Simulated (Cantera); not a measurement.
Feed: 1 mol Si, 1.9 mol H2O, 240 mol N2, held at 1423 K and 9600 Pa.

Equilibrium computed with Cantera from the NASA thermochemical tables; the gas is ideal and each condensed phase is pure. Candidate condensed phases: H2O, Si, SiO2, Si2N2O, Si3N4; 35 gas species. N2 is the only nitrogen source here; it is nearly inert below about 1500 K, so the nitride shown seldom forms there in practice. Mutual solubility and eutectic melting of coexisting phases are not modelled. The tables hold silica as quartz up to 1696 K and as liquid above; real silica turns to tridymite and cristobalite and melts near 1996 K. The numbers say what is thermodynamically allowed, not how fast it happens.

Base state: N2 0.992, H2 0.00785 (mole fractions); condensed: SiO2(β-quartz) + Si2N2O(s).

Q: What changes in the equilibrium state with this change: temperature from 1423 K to 1775 K?

A: 
```csv
species,before,after
N2,0.992,0.992
H2,0.00785,0.00763
SiO,5.75e-6,0.000593
H2O,2.32e-6,0.000179
H,1.90e-6,8.16e-5
"SiO2(β-quartz), mol",0.932,0
"Si2N2O(s), mol",0.0331,0
"SiO2(condensed), mol",0,0.857
```
